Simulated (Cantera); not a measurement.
Input (Python, Cantera):

```python
import numpy as np
import cantera as ct

gas = ct.Solution("gri30.yaml")
gas.TPX = 350, 19000, {'CH4': 1, 'O2': 2.82, 'N2': 8}
flame = ct.FreeFlame(gas, width=0.13)
flame.set_refine_criteria(ratio=3, slope=0.08, curve=0.16)
flame.transport_model = "mixture-averaged"
flame.solve(loglevel=0, auto=True)
z, T = flame.grid, flame.T
thick = (T[-1] - T[0]) / np.gradient(T, z).max()
show = ['CH4', 'O2', 'H', 'CO', 'HCN', 'O']
print(f"laminar burning velocity  {flame.velocity[0] * 100:.3f} cm/s")
print(f"burnt temperature         {T[-1]:.1f} K")
print(f"thermal thickness         {thick * 1e3:.4f} mm")
print(f"grid points               {len(z)}")
z0 = z[flame.heat_release_rate.argmax()]
print(f"{'z/mm':>9s}{'T/K':>9s}{'u/(m/s)':>9s}" + "".join(f"{s:>11s}" for s in show))
rows = []
for k in (-3, -2, -1.5, -1, -0.5, -0.25, 0, 0.25, 0.5, 1, 2, 4, 8):
    zz = z0 + k * thick
    rows.append([k * thick, np.interp(zz, z, T), np.interp(zz, z, flame.velocity),
                 *(np.interp(zz, z, flame.X[gas.species_index(s)]) for s in show)])
    print(f"{rows[-1][0] * 1e3:9.3f}{rows[-1][1]:9.1f}{rows[-1][2]:9.3f}" + "".join(f"{x:11.3e}" for x in rows[-1][3:]))
```

Output:

```
laminar burning velocity  79.493 cm/s
burnt temperature         2127.9 K
thermal thickness         1.4933 mm
grid points               158
     z/mm      T/K  u/(m/s)        CH4         O2          H         CO        HCN          O
   -4.480    350.0    0.795  8.458e-02  2.385e-01  9.380e-15  2.696e-07  1.563e-13  3.028e-10
   -2.987    350.4    0.797  8.449e-02  2.383e-01  2.445e-12  5.051e-06  4.398e-12  3.255e-09
   -2.240    352.3    0.802  8.427e-02  2.380e-01  1.545e-10  3.501e-05  4.256e-11  1.552e-08
   -1.493    380.7    0.869  8.249e-02  2.358e-01  4.324e-07  5.722e-04  1.385e-09  2.319e-07
   -0.747    732.9    1.696  6.316e-02  2.098e-01  3.204e-04  1.041e-02  5.276e-08  2.099e-05
   -0.373   1140.1    2.666  3.695e-02  1.714e-01  1.378e-03  2.651e-02  1.704e-07  2.343e-04
    0.000   1530.2    3.607  1.043e-02  1.244e-01  3.807e-03  4.316e-02  3.678e-07  1.757e-03
    0.373   1693.3    3.998  1.139e-03  9.566e-02  6.627e-03  4.298e-02  3.275e-07  5.721e-03
    0.747   1733.5    4.083  6.879e-05  8.480e-02  8.323e-03  3.476e-02  1.380e-07  8.374e-03
    1.493   1771.6    4.150  2.856e-07  7.843e-02  9.219e-03  2.352e-02  1.596e-08  9.469e-03
    2.987   1821.7    4.246  1.078e-10  7.523e-02  8.385e-03  1.637e-02  4.284e-10  9.032e-03
    5.973   1887.1    4.379  3.777e-16  7.347e-02  6.121e-03  1.330e-02  7.669e-13  7.506e-03
   11.947   1962.8    4.531  2.866e-19  7.200e-02  3.630e-03  1.077e-02  6.102e-14  5.437e-03
```

Detailed kinetics in Cantera: GRI-Mech 3.0 (53 species, 325 reactions). Burning velocities carry a grid error of a few per cent, more on coarse grids.
